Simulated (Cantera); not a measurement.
An isothermal, constant-pressure homogeneous reactor starts with 50.0 % NO, 50.0 % N2, at 2198 K and 9.00 Torr.

Detailed kinetics in Cantera: GRI-Mech 3.0 (53 species, 325 reactions). Radical loss at walls, strong at low pressure, is not modelled.

One state of this run: x NO = 0.0274; x O2 = 0.229; x N2 = 0.732; x O = 0.0116; x NO2 = 4.02e-6; x N2O = 1.77e-7. x: mole fraction; the columns are a selection and need not sum to one.

**Question.** Which value of t (s) does it belong to?
A. 5.30
B. 0.000909
C. 0.00515
D. 0.935

**Answer.** A, 5.30
